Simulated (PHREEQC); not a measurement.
PHREEQC input (ion-association model, wateq4f.dat):

```
SOLUTION_MASTER_SPECIES
  An  An-  0  An  62.0  # stands for a non-complexing anion
SOLUTION_SPECIES
  An- = An-
    -log_k 0
    -gamma 3.0 0
PHASES
  Fix_H+
    H+ = H+
    -log_k 0
SOLUTION 1
  temp 25
  units mmol/kgw
  pH 7 charge
  As(5) 0.018
  Na 50.036
  S(6) 0.17
  Zn 0.17
  An 50
END
SELECTED_OUTPUT 1
  -reset false
  -pH true
  -pe true
  -ionic_strength true
  -water true
  -totals As Na S Zn As(3) As(5) S(-2) S(6)
  -molalities Hfo_wOH Hfo_wOH2+ Hfo_wO- Hfo_sOH Hfo_sOH2+ Hfo_sO- Hfo_wH2AsO4 Hfo_wHAsO4- Hfo_wOHAsO4-3 Hfo_sOZn+
    Hfo_wOZn+ Hfo_wSO4- Hfo_wOHSO4-2
  -saturation_indices Zn(OH)2-a Zn4(OH)6SO4 Zn3(AsO4)2:2.5w Mirabilite Goslarite
USER_PUNCH 1
  -headings sigma psi
  10 PUNCH EDL("sigma", "Hfo"), EDL("psi", "Hfo")
PRINT
  -reset false
USE solution 1
SURFACE 1
  Hfo_wOH 0.000808989 600 0.36
  Hfo_sOH 2.02247e-05
EQUILIBRIUM_PHASES 1
  Fix_H+ -3 HAn 10
    -force_equality true
  O2(g) -0.68 10
END
# ... the last block is repeated for the other 12 points of pH, with NaOH or the acid as the point needs
```

Selected output (columns that matter, 13 of 13 rows; pH added in front):

```
pH	mu	As	Na	S	Zn	m_Hfo_wOH	m_Hfo_wOH2+	m_Hfo_wO-	si_Zn(OH)2-a	si_Zn4(OH)6SO4	si_Mirabilite	si_Goslarite	sigma	psi
3	0.051953	8.4884e-10	0.050036	3.7679e-06	0.00017	7.627e-06	0.00061713	2.1594e-09	-10.542	-32.602	-7.5012	-7.9708	0.2067	0.14091
3.67	0.051013	5.329e-10	0.050036	4.6842e-06	0.00016998	2.9653e-05	0.00059598	3.3799e-08	-9.2	-28.461	-7.3874	-7.8562	0.18989	0.13705
4.33	0.050781	3.83e-10	0.050036	8.9766e-06	0.00016967	8.434e-05	0.00054532	2.9883e-07	-7.8804	-24.216	-7.1006	-7.5701	0.15588	0.12715
5	0.050689	3.6547e-10	0.050036	2.4833e-05	0.0001653	0.00017882	0.00046524	1.5745e-06	-6.5519	-19.799	-6.6575	-7.1385	0.11281	0.1109
5.67	0.050626	3.5506e-10	0.050036	6.3784e-05	0.00015069	0.00031509	0.00036039	6.311e-06	-5.2528	-15.532	-6.2472	-6.7692	0.077496	0.092382
6.33	0.050542	2.6557e-10	0.050036	0.00011539	0.00011897	0.00045513	0.00022928	2.0697e-05	-4.0368	-11.73	-5.9889	-6.6148	0.053012	0.074405
7	0.050419	1.713e-10	0.050133	0.00015013	4.2438e-05	0.00050461	0.00010164	5.739e-05	-3.1473	-9.396	-5.8711	-6.9493	0.036747	0.058321
7.67	0.050448	3.4859e-10	0.050277	0.00016641	5.5385e-06	0.00048484	4.9554e-05	0.00010867	-2.7072	-8.9304	-5.8234	-7.804	0.020085	0.036116
8.33	0.050474	2.5937e-09	0.050335	0.00016968	5.3413e-07	0.00046362	3.4345e-05	0.00014337	-2.5332	-9.5459	-5.814	-8.9415	0.0027452	0.005342
9	0.050504	2.7575e-08	0.050386	0.00016998	1.7811e-07	0.00044081	2.5427e-05	0.00017507	-2.4016	-10.359	-5.8125	-10.149	-0.015009	-0.027865
9.67	0.050575	2.6278e-07	0.050483	0.00017	2.1546e-07	0.00040553	1.7216e-05	0.00021884	-2.2323	-11.022	-5.8111	-11.32	-0.037964	-0.059623
10.33	0.050822	1.7698e-06	0.050764	0.00017	4.0351e-07	0.00034601	9.532e-06	0.00028774	-1.9762	-11.318	-5.8074	-12.385	-0.070273	-0.087556
11	0.051867	7.3742e-06	0.051847	0.00017	1.3475e-06	0.00025097	3.6509e-06	0.00039522	-1.5621	-11.005	-5.7937	-13.314	-0.11385	-0.11079
```

The database has no arsenate complexes of Zn. The oxide is taken as insoluble; below pH 4 it would dissolve.
